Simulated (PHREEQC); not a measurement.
Dissolve 29 mmol/kgw KCl at 20 °C. It is in equilibrium with CO2 at log p = -1 (atm). Otherwise closed; pH follows from the charge balance.

The numbers come from PHREEQC with the ion-association model, phreeqc.dat.

Each row changes one thing in this solution. Precipitation was switched off in this run.

```
case                                pH  ionic strength (mol/kgw)  HCO3- (mol/kgw)  (CO2)2 (mol/kgw)  SI of Sylvite (KCl)
--------------------------------  ----  ------------------------  ---------------  ----------------  -------------------
as made                           4.39                    0.0290          4.64e-5           2.36e-7                -4.09
KCl from 0.029 to 0.0261 mol/kgw  4.39                    0.0261          4.62e-5           2.36e-7                -4.18
0.013 mol/kgw HBr added           1.95                    0.0420          1.72e-7           2.35e-7                -4.12
temperature from 20 to 90 °C      4.66                    0.0290          2.57e-5           1.05e-7                -4.41
KCl from 0.029 to 0.0145 mol/kgw  4.39                    0.0145          4.50e-5           2.37e-7                -4.66
temperature from 20 to 25 °C      4.41                    0.0290          4.49e-5           2.11e-7                -4.12
0.022 mol/kgw LiOH added          7.05                    0.0510           0.0220           2.34e-7                -4.13
KCl from 0.029 to 0.0029 mol/kgw  4.39                   0.00294          4.26e-5           2.37e-7                -6.00
```

Complexes and solids missing from the database can't appear. Away from 25 °C the constants follow the database's enthalpies or fits; those with neither stay at their 25 °C values.
